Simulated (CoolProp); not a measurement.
CHF3 (R23) along the isobar 5.55 MPa: fugacity coefficient from the reference equation and from simpler models built on Tc = 26.1 °C, pc = 4.832 MPa, ω = 0.263; each cubic takes its own stable root.

The numbers come from the reference Helmholtz-energy equation of state, Penoncello 2003 in CoolProp.

```csv
T (°C),phase,reference
-12.25,liquid,0.2792
7.25,liquid,0.4233
26.75,supercritical,0.5831
46.15,supercritical,0.6879
65.65,supercritical,0.7489
85.05,supercritical,0.7946
104.55,supercritical,0.8308
124.05,supercritical,0.8601
143.45,supercritical,0.8840
162.95,supercritical,0.9038
182.35,supercritical,0.9204
201.85,supercritical,0.9344
```

**Question.** How far does each simpler model (van der Waals, Soave-Redlich-Kwong, Peng-Robinson) lie from the reference over these 12 states: mean and median of the absolute difference, and the worst?

**Answer.** 
- van der Waals: mean 9.2 %, median 3.0 %, worst +54.3 % at -12.25 °C and 5.55 MPa
- Soave-Redlich-Kwong: mean 2.8 %, median 2.0 %, worst +6.2 % at -12.25 °C and 5.55 MPa
- Peng-Robinson: mean 1.0 %, median 1.0 %, worst +2.1 % at -12.25 °C and 5.55 MPa
